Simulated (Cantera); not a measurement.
Feed: 1 mol BF3, 5.7 mol H2, 8 mol N2, held at 0.0180 bar.

These are equilibrium values from Cantera (NASA tables, ideal gas, pure condensed phases), not measurements of a reactor. Candidate condensed phases: B, BN; 31 gas species. N2 is the only nitrogen source here; it is nearly inert below about 1500 K, so the nitride shown seldom forms there in practice. Rates play no part. All values below are at 873 K.

Base state: N2 0.543, H2 0.384, BF3 0.0658, HF 0.00666 (mole fractions); condensed: BN(s).

Task: What changes in the equilibrium state with this change: BF3 replaced by B2O3?

Result: 
| species | before | after |
|---|---|---|
| N2 | 0.543 | 0.584 |
| H2 | 0.384 | 0.415 |
| H2O | 0 | 0.000915 |
| BF3 | 0.0658 | 0 |
| HF | 0.00666 | 0 |
| BN(s), mol | 0.0326 | 0.00836 |
| B2O3(l), mol | 0 | 0.996 |
Further candidate phases: B2O3, B3O3H3, H2O.
